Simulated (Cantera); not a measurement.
A closed system holds: 1 mol C3H6, 0.91 mol H2O, equilibrated at 1198 K and 16500 Torr.

These are equilibrium values from Cantera (NASA tables, ideal gas, pure condensed phases), not measurements of a reactor. Candidate condensed phases: C, C6H6, C7H8, C8H18, H2O; 110 gas species. The numbers say what is thermodynamically allowed, not how fast it happens.

Base state: H2 0.638, CO 0.152, CH4 0.144, H2O 0.0566, CO2 0.00989, C2H6 2.46e-5, C2H4 1.11e-5 (mole fractions); condensed: C(graphite).

**Question.** What changes in the equilibrium state with this change: H2O from 0.91 to 0.52 mol?

**Answer.** 
| species | before | after |
|---|---|---|
| H2 | 0.638 | 0.684 |
| CH4 | 0.144 | 0.165 |
| CO | 0.152 | 0.105 |
| H2O | 0.0566 | 0.0418 |
| CO2 | 0.00989 | 0.00469 |
| C2H6 | 2.46e-5 | 3.03e-5 |
| C2H4 | 1.11e-5 | 1.28e-5 |
| C(graphite), mol | 1.78 | 2.08 |
